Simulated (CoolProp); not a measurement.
Dimethyl carbonate at 595 K and 12 MPa is throttled through a valve to 1.82 MPa with no heat exchange. Each further row changes one setting.

Values from CoolProp's reference Helmholtz-energy equation of state, Zhou 2011.

```json
[
 {"case": "as stated", "temperature change (K)": "___", "final phase": "gas", "final density (kg/m³)": "51.8"},
 {"case": "outlet pressure 0.546 MPa", "temperature change (K)": "___", "final phase": "gas", "final density (kg/m³)": "13.2"},
 {"case": "outlet pressure 2.37 MPa", "temperature change (K)": "-87.6", "final phase": "___", "final density (kg/m³)": "74.4"}
]
```

Problem. Complete the blanks.

Solution. 
- as stated, temperature change (K): -100.0
- outlet pressure 0.546 MPa, temperature change (K): -115.6
- outlet pressure 2.37 MPa, final phase: two-phase, vapour fraction 0.962
